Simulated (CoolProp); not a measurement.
Sulfur hexafluoride at several states: fugacity coefficient from the reference equation and from simpler models built on Tc = 45.6 °C, pc = 3.755 MPa, ω = 0.210; each cubic takes its own stable root.

The numbers come from the reference Helmholtz-energy equation of state, Guder 2009 in CoolProp.

```csv
T (°C),p (MPa),phase,reference,van der Waals,Peng-Robinson
118.25,0.362,gas,0.9842,0.9829,0.9812
311.25,0.18,gas,0.9987,0.9973,0.9983
77.75,0.44,gas,…,…,…
220.35,3.08,gas,…,…,…
112.75,0.0262,gas,0.9988,0.9987,0.9986
```

Question: Complete the blanks.

Answer: 
- 77.75, reference: 0.9718
- 77.75, van der Waals: 0.9726
- 77.75, Peng-Robinson: 0.9674
- 220.35, reference: 0.9493
- 220.35, van der Waals: 0.9242
- 220.35, Peng-Robinson: 0.9382
